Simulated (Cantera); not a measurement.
Feed: 1 mol (CH3)2SiCl2, 0.29 mol C3H8, 340 mol H2, at 1325 K and 0.190 bar.

Cantera equilibrium calculation (NASA polynomials, part measured and part estimated; ideal gas, pure solids and liquids). Candidate condensed phases: C, C6H6, C7H8, C8H18, Si, SiC; 109 gas species. The feed counts by its element totals alone. Equilibrium is a limit: real reactors are often held back by kinetics, nucleation or transport.

Base state: H2 0.993, HCl 0.00580, CH4 0.00126 (mole fractions); condensed: C(graphite) + SiC(s).

What changes in the equilibrium state with this change: pressure from 0.190 bar to 1.00 bar?


```tsv
species	before	after
H2	0.993	0.989
HCl	0.00580	0.00582
CH4	0.00126	0.00544
C(graphite), mol	1.44	0
SiC(s), mol	1.000	1.000
```
